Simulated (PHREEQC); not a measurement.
A solution holds 0.26 mol/kgw Cu(NO3)2, at 20 °C. Closed to the air; pH follows from the charge balance.

Computed with PHREEQC (ion-association model, phreeqc.dat).

```json
{
  "pH": "4.12",
  "ionic_strength": "0.780 mol/kgw",
  "activity_of_water": "0.987",
  "density": "1.038 g/cm³"
}
```

```csv
species,molality,activity,log γ
NO3-,0.520,0.300,-0.239
Cu+2,0.260,0.0578,-0.653
H+,0.000101,7.61e-5,-0.124
Cu2(OH)2+2,4.44e-5,1.49e-5,-0.475
CuOH+,1.21e-5,7.50e-6,-0.207
Cu(OH)2,1.70e-7,2.03e-7,0.078
```

Precipitation was switched off in this run. The ionic strength is past about 0.7 mol/kgw, beyond the range of this activity model, so the values are rough. Species that the database lacks are ignored.
